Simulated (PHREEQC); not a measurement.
Dissolve 0.17 mol/kgw KOH and 0.0011 mol/kgw K2CO3 at 70 °C. Closed to the air; pH follows from the charge balance.

Model: ion-association model, wateq4f.dat, run in PHREEQC.

Each row changes one thing in this solution. This is a speciation only: nothing precipitates in the calculation.

```tsv
case	pH	ionic strength (mol/kgw)	HCO3- (mol/kgw)
as made	11.89	0.173	7.59e-6
0.0072 mol/kgw HF added	11.87	0.173	7.93e-6
K2CO3 from 0.0011 to 0.00165 mol/kgw	11.89	0.175	1.14e-5
K2CO3 from 0.0011 to 0.00055 mol/kgw	11.89	0.172	(withheld)
diluted 100-fold with water	10.02	(withheld)	5.76e-6
KOH left out	9.68	0.00253	(withheld)
temperature from 70 to 35 °C	12.78	0.173	1.40e-6
temperature from 70 to 5 °C	(withheld)	0.173	2.59e-7
```

Q: What belongs in the gaps?

A: 
- K2CO3 from 0.0011 to 0.00055 mol/kgw, HCO3- (mol/kgw): 3.80e-6
- diluted 100-fold with water, ionic strength (mol/kgw): 0.00173
- KOH left out, HCO3- (mol/kgw): 0.000774
- temperature from 70 to 5 °C, pH: 13.83

Complexes and solids missing from the database can't appear. Constants without temperature data keep their 25 °C values here.
